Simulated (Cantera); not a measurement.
An isothermal, constant-pressure homogeneous reactor starts with 12.3 % H2, 87.7 % O2, equivalence ratio 0.070, at 1025 K and 0.0110 bar.

Computed with Cantera and GRI-Mech 3.0 (53 species, 325 reactions). Radical loss at walls, strong at low pressure, is not modelled. The temperature is held fixed by assumption; the heat of reaction is taken as removed at once.

One state of this run: x H2 = 0.0929; x O2 = 0.861; x OH = 0.00324; x HO2 = 5.51e-6; x H2O2 = 1.82e-7; x O = 0.00851. x: mole fraction; the columns are a selection and need not sum to one.

Question: Which value of t (s) does it belong to?
A) 0.0143
B) 0.00416
C) 3.00e-5
D) 0.168

Answer: B, 0.00416
